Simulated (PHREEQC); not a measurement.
Dissolve 0.0065 mol KOH, 8.8e-05 mol Na2SO4 and 0.00064 mol NaCl per kg of water at 25 °C. Closed to the air; pH follows from the charge balance.

Equilibrium calculation in PHREEQC: ion-association model, wateq4f.dat.

Each row changes one thing in this solution. No solid was allowed to form.

| case | pH | KSO4- (mol/kgw) | NaSO4- (mol/kgw) | SI of Halite (NaCl) | SI of Mirabilite (Na2SO4:10H2O) |
|---|---|---|---|---|---|
| as made | 11.77 | 2.71e-6 | 2.43e-7 | -7.94 | -9.37 |
| temperature from 25 to 45 °C | 11.18 | 3.67e-6 | 2.67e-7 | -7.99 | -10.25 |
| 9.8e-05 mol/kgw Na2B4O7 added | ___ | ___ | 3.01e-7 | -7.85 | -9.18 |
| NaCl from 0.00064 to 0.00096 mol/kgw | 11.77 | 2.69e-6 | 3.36e-7 | -7.62 | ___ |
| NaCl replaced by LiCl at the same molality | 11.77 | 2.71e-6 | 5.25e-8 | -8.61 | -10.70 |
| KOH replaced by KBr at the same molality | 7.00 | 2.71e-6 | 2.43e-7 | -7.94 | -9.37 |

Task: Fill in the missing entries.

Result: 
- 9.8e-05 mol/kgw Na2B4O7 added, pH: 11.76
- 9.8e-05 mol/kgw Na2B4O7 added, KSO4- (mol/kgw): 2.70e-6
- NaCl from 0.00064 to 0.00096 mol/kgw, SI of Mirabilite (Na2SO4:10H2O): -9.08

Away from 25 °C the constants follow the database's enthalpies or fits; those with neither stay at their 25 °C values.
